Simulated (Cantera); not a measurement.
A closed system holds: 1 mol SiH4, 0.12 mol NO, held at 14.3 Torr.

Method: chemical equilibrium by Gibbs-energy minimisation in Cantera with the NASA 1993 tables (ideal gas, pure condensed phases). Candidate condensed phases: H2O, Si, SiO2, Si2N2O, Si3N4; 35 gas species. Mutual solubility and eutectic melting of coexisting phases are not modelled. The tables hold silica as quartz up to 1696 K and as liquid above; real silica turns to tridymite and cristobalite and melts near 1996 K. Gases not in the tables: Si2H6 and higher silanes. The numbers say what is thermodynamically allowed, not how fast it happens.

x: gas mole fraction; n: condensed amount in mol.

```json
[
 {"T (°C)": "977", "x H2": "1.000", "x SiO": "0.000112", "x N2": "1.78e-9", "x H": "3.51e-6", "n Si(s)": "0.850", "n SiO2(β-quartz)": "0.0299", "n Si2N2O(s)": "0.0600", "n Si(l)": "0"},
 {"T (°C)": "1027", "x H2": "1.000", "x SiO": "0.000401", "x N2": "1.07e-8", "x H": "8.02e-6", "n Si(s)": "0.850", "n SiO2(β-quartz)": "0.0296", "n Si2N2O(s)": "0.0600", "n Si(l)": "0"},
 {"T (°C)": "1077", "x H2": "0.999", "x SiO": "0.00130", "x N2": "5.63e-8", "x H": "1.73e-5", "n Si(s)": "0.849", "n SiO2(β-quartz)": "0.0287", "n Si2N2O(s)": "0.0600", "n Si(l)": "0"},
 {"T (°C)": "1127", "x H2": "0.996", "x SiO": "0.00386", "x N2": "2.62e-7", "x H": "3.52e-5", "n Si(s)": "0.846", "n SiO2(β-quartz)": "0.0261", "n Si2N2O(s)": "0.0600", "n Si(l)": "0"},
 {"T (°C)": "1177", "x H2": "0.989", "x SiO": "0.0106", "x N2": "1.10e-6", "x H": "6.82e-5", "n Si(s)": "0.839", "n SiO2(β-quartz)": "0.0193", "n Si2N2O(s)": "0.0600", "n Si(l)": "0"},
 {"T (°C)": "1227", "x H2": "0.973", "x SiO": "0.0273", "x N2": "(withheld)", "x H": "(withheld)", "n Si(s)": "0.822", "n SiO2(β-quartz)": "(withheld)", "n Si2N2O(s)": "0.0600", "n Si(l)": "0"},
 {"T (°C)": "1277", "x H2": "0.971", "x SiO": "0.0292", "x N2": "3.27e-5", "x H": "0.000225", "n Si(s)": "0.820", "n SiO2(β-quartz)": "0", "n Si2N2O(s)": "0.0599", "n Si(l)": "0"},
 {"T (°C)": "1327", "x H2": "0.970", "x SiO": "0.0293", "x N2": "0.000238", "x H": "0.000388", "n Si(s)": "0.820", "n SiO2(β-quartz)": "0", "n Si2N2O(s)": "0.0595", "n Si(l)": "0"},
 {"T (°C)": "1377", "x H2": "0.967", "x SiO": "0.0305", "x N2": "0.00148", "x H": "0.000648", "n Si(s)": "0.823", "n SiO2(β-quartz)": "0", "n Si2N2O(s)": "0.0569", "n Si(l)": "0"},
 {"T (°C)": "1427", "x H2": "0.955", "x SiO": "0.0361", "x N2": "0.00738", "x H": "0.00104", "n Si(s)": "0", "n SiO2(β-quartz)": "0", "n Si2N2O(s)": "0.0446", "n Si(l)": "0.835"},
 {"T (°C)": "1477", "x H2": "0.916", "x SiO": "0.0550", "x N2": "0.0275", "x H": "0.00161", "n Si(s)": "0", "n SiO2(β-quartz)": "0", "n Si2N2O(s)": "0", "n Si(l)": "0.880"},
 {"T (°C)": "1527", "x H2": "0.915", "x SiO": "0.0550", "x N2": "0.0275", "x H": "(withheld)", "n Si(s)": "0", "n SiO2(β-quartz)": "0", "n Si2N2O(s)": "0", "n Si(l)": "0.880"},
 {"T (°C)": "1577", "x H2": "0.913", "x SiO": "0.0549", "x N2": "0.0275", "x H": "0.00374", "n Si(s)": "0", "n SiO2(β-quartz)": "0", "n Si2N2O(s)": "0", "n Si(l)": "0.879"},
 {"T (°C)": "1627", "x H2": "0.911", "x SiO": "0.0549", "x N2": "0.0274", "x H": "0.00550", "n Si(s)": "0", "n SiO2(β-quartz)": "0", "n Si2N2O(s)": "0", "n Si(l)": "0.878"}
]
```

Complete the blanks.


- 1227, x N2: 4.17e-6
- 1227, x H: 0.000126
- 1227, n SiO2(β-quartz): 0.00197
- 1527, x H: 0.00248
